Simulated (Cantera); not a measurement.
An isothermal, constant-pressure homogeneous reactor starts with CH4 : H2 = 1 : 37 (molar parts), at 1600 K and 0.310 bar. Integrator tolerance rtol = 1e-08.

Cantera simulation using GRI-Mech 3.0 (53 species, 325 reactions); the numbers are that mechanism's predictions, not measurements. GRI-Mech 3.0 stops at C3 and has no aromatics, soot or wall deposition, so with more carbon than oxygen in the feed, carbon stays in small species such as C2H2 where larger ones or solid carbon would form.

```json
[
 {"quantity": "x(CH4) at 8.00 s", "before": "0.00901 (gas-phase equilibrium 0.00853)", "after": "0.0263 (gas-phase equilibrium 0.0263)"},
 {"quantity": "x(H2) at 8.00 s", "before": "0.982 (gas-phase equilibrium 0.983)", "after": "0.974 (gas-phase equilibrium 0.974)"},
 {"quantity": "x(C2H4) at 8.00 s", "before": "0.000274 (gas-phase equilibrium 0.000282)", "after": "6.82e-10 (gas-phase equilibrium 5.35e-7)"},
 {"quantity": "x(CH3) at 8.00 s", "before": "1.81e-5 (gas-phase equilibrium 1.72e-5)", "after": "6.36e-9 (gas-phase equilibrium 6.97e-9)"},
 {"quantity": "x(CH2) at 8.00 s", "before": "1.67e-9 (gas-phase equilibrium 1.59e-9)", "after": "<1e-12 (gas-phase equilibrium <1e-12)"},
 {"quantity": "x(C2H2) at 8.00 s", "before": "0.00815 (gas-phase equilibrium 0.00838)", "after": "<1e-12 (gas-phase equilibrium 1.01e-8)"}
]
```

Problem. Name the change that produced these shifts.
A) CH4 1 to 0.27 parts
B) pressure from 0.310 bar to 1.00 bar
C) temperature 1600 to 1050 K
D) temperature 1600 to 1875 K

Solution. C, temperature 1600 to 1050 K
